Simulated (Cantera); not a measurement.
Thermodynamics of carbon deposition, reforming and gasification, feed acetone + NH3 + H2

Charge: 1 mol acetone, 0.29 mol NH3, a varied amount of H2, at 2898.15 K and 21.0 Pa.

These are equilibrium values from Cantera (NASA tables, ideal gas, pure condensed phases), not measurements of a reactor. Candidate condensed phases: C, C6H6, C7H8, C8H18, H2O; 136 gas species. The feed counts by its element totals alone. Rates play no part.

From 1.1 mol H2 to 64 mol H2 nothing is condensed. The main C-bearing gas is C3 at 1.1 mol H2 and C at 64 mol H2.

```tsv
n(H2) (mol)	x H	x CO	x C3	x C	x H2
1.1	0.796	0.0903	0.0386	0.0381	0.0102
1.8	0.816	0.0802	0.0333	0.0363	0.0107
3	0.841	0.0672	0.0266	0.0337	0.0114
5	0.869	0.0530	0.0196	0.0304	0.0121
8.4	0.897	0.0390	0.0129	0.0265	0.0129
14	0.921	0.0272	0.00770	0.0223	0.0136
23	0.939	0.0183	0.00416	0.0182	0.0142
38	0.954	0.0119	0.00197	0.0141	0.0146
64	0.964	0.00737	0.000779	0.0104	0.0150
```
x: gas mole fraction; nothing condenses.
